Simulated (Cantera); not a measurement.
Charge: 1 mol borazine, 0.24 mol O2, held at 2325 K and 19.0 mbar.

These are equilibrium values from Cantera (NASA tables, ideal gas, pure condensed phases), not measurements of a reactor. Candidate condensed phases: B, BN, B2O3, B3O3H3, H2O; 39 gas species. The feed counts by its element totals alone. The tables' values for BH2 are old estimates; treat these amounts as uncertain. Equilibrium is a limit: real reactors are often held back by kinetics, nucleation or transport.

Base state: H2 0.549, N2 0.299, H 0.0591, BO 0.0459, HBO 0.0387, B2O2 0.00490, B2O 0.00136, BH2 0.00127 (mole fractions); condensed: B(s).

**Question.** What changes in the equilibrium state with this change: borazine replaced by B2O3?

**Answer.** 
```tsv
species	before	after
B2O3	1.69e-5	0.687
BO2	4.64e-7	0.152
O2	<1e-9	0.139
H2	0.549	0
N2	0.299	0
H	0.0591	0
HBO	0.0387	0
O	5.87e-9	0.0155
BO	0.0459	0.00569
B2O	0.00136	<1e-9
BH2	0.00127	0
B	0.000727	<1e-9
BH	6.08e-5	0
B(s), mol	2.50	0
```
